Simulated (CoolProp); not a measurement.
Properties of o-xylene at several states.

Model: reference Helmholtz-energy equation of state, Zhou 2012, in CoolProp.

```
T (°C)  p (kPa)   phase  speed of sound (m/s)  fugacity coefficient
------  -------  ------  --------------------  --------------------
227.95    12100  liquid                 742.8               0.06653
2.05       2320  liquid                  1445              9.862e-5
14.15      34.1  liquid                  1388               0.01349
110.85      516  liquid                  1021               0.07342
```
